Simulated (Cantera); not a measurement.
Feed: 1 mol SiH4, 1.2 mol HCl, 4 mol H2, equilibrated at 1000 Pa.

Cantera equilibrium calculation (NASA polynomials, part measured and part estimated; ideal gas, pure solids and liquids). Candidate condensed phases: Si; 19 gas species. Kinetics and transport are ignored.

Problem. What share of the Si ends up in condensed phases as a function of T (K), at 998, 1048, 1098, 1148, 1198, 1248, 1298, 1348, 1398, 1448, 1498?

Solution. 
| T (K) | Si condensed (%) | as |
|---|---|---|
| 998 | 72.7 | Si(s) |
| 1048 | 74.2 | Si(s) |
| 1098 | 75.5 | Si(s) |
| 1148 | 76.5 | Si(s) |
| 1198 | 76.9 | Si(s) |
| 1248 | 76.8 | Si(s) |
| 1298 | 76.5 | Si(s) |
| 1348 | 76.1 | Si(s) |
| 1398 | 75.7 | Si(s) |
| 1448 | 75.3 | Si(s) |
| 1498 | 74.9 | Si(s) |
